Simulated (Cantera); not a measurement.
Input (Python, Cantera) and output of one run.

```python
import numpy as np
import cantera as ct

gas_names = """
    NO N2 ZrO2 O2
""".split()
cond_names = """
    Zr(a) Zr(b) Zr(L) ZrN(s) ZrN(L) ZrO2(a) ZrO2(b) ZrO2(L)
""".split()


def load(file, names, dense=False):
    # The tables refer to 1 bar. Condensed volumes are neglected.
    table = {s.name: s for s in ct.Species.list_from_file(file)}
    out = []
    for n in names:
        d = dict(table[n].input_data)
        d["thermo"] = dict(d["thermo"], **{"reference-pressure": 1e5})
        if dense:
            d["equation-of-state"] = {"model": "constant-volume", "density": "1e6 g/cm^3"}
        out.append(ct.Species.from_dict(d))
    return out


species = {s.name: s for s in load("nasa_gas.yaml", gas_names) + load("nasa_condensed.yaml", cond_names)}
# Each term lists the table entries of one substance; the one whose range holds T is used.
reactions = {
    '3 Zr + 2 NO(g) = 2 ZrN + ZrO2':
        [(-3, ['Zr(a)', 'Zr(b)', 'Zr(L)']), (-2, ['NO']), (2, ['ZrN(s)', 'ZrN(L)']), (1, ['ZrO2(a)', 'ZrO2(b)', 'ZrO2(L)'])],
    'N2(g) + 2 ZrO2(g) = 2 ZrN + 2 O2(g)':
        [(-1, ['N2']), (-2, ['ZrO2']), (2, ['ZrN(s)', 'ZrN(L)']), (2, ['O2'])],
}


def pick(names, T):
    return next(species[n] for n in names if species[n].thermo.min_temp <= T <= species[n].thermo.max_temp)


results = []
for label, terms in reactions.items():
    print(label)
    print("     T/K   dH/kJ  dS/(J/K)   dG/kJ   log10 K")
    for T in [300, 1075, 1225, 1375, 1525, 1675, 1825, 1975, 2125, 2275, 2425, 2575]:
        used = [(nu, pick(names, T)) for nu, names in terms]
        dH = sum(nu * s.thermo.h(T) for nu, s in used) / 1e6
        dS = sum(nu * s.thermo.s(T) for nu, s in used) / 1e3
        dG = dH - T * dS / 1e3
        logK = -dG * 1e6 / (ct.gas_constant * T * np.log(10))
        results.append((label, T, dH, dS, dG, logK, [s.name for _, s in used]))
        print(f"{T:8g} {dH:8.1f} {dS:8.1f} {dG:8.1f} {logK:8.2f}")
```

Output:

```
3 Zr + 2 NO(g) = 2 ZrN + ZrO2
     T/K   dH/kJ  dS/(J/K)   dG/kJ   log10 K
     300  -2010.5   -409.9  -1887.5   328.64
    1075  -1995.0   -386.1  -1580.0    76.77
    1225  -2003.2   -393.3  -1521.3    64.87
    1375  -1998.4   -389.6  -1462.6    55.56
    1525  -1987.9   -382.5  -1404.6    48.11
    1675  -1984.0   -380.1  -1347.4    42.02
    1825  -1980.5   -378.1  -1290.6    36.94
    1975  -1977.4   -376.4  -1234.0    32.64
    2125  -1974.8   -375.2  -1177.6    28.95
    2275  -2037.8   -404.8  -1116.9    25.64
    2425  -2037.8   -404.8  -1056.2    22.75
    2575  -2037.4   -404.6   -995.5    20.19
N2(g) + 2 ZrO2(g) = 2 ZrN + 2 O2(g)
     T/K   dH/kJ  dS/(J/K)   dG/kJ   log10 K
     300   -158.1   -250.8    -82.8    14.42
    1075   -138.2   -219.7     98.0    -4.76
    1225   -133.4   -215.5    130.6    -5.57
    1375   -128.3   -211.6    162.6    -6.18
    1525   -122.8   -207.8    194.1    -6.65
    1675   -117.1   -204.2    225.0    -7.02
    1825   -110.9   -200.7    255.3    -7.31
    1975   -104.4   -197.3    285.2    -7.54
    2125    -97.6   -193.9    314.5    -7.73
    2275    -90.3   -190.6    343.4    -7.88
    2425    -82.7   -187.4    371.7    -8.01
    2575    -74.7   -184.2    399.6    -8.11
```

Cantera with NASA thermochemical tables; ideal gases at 1 bar, condensed phases pure. ZrN: taken at fixed stoichiometry. Condensed species are held in their standard states even where they would react or evaporate.
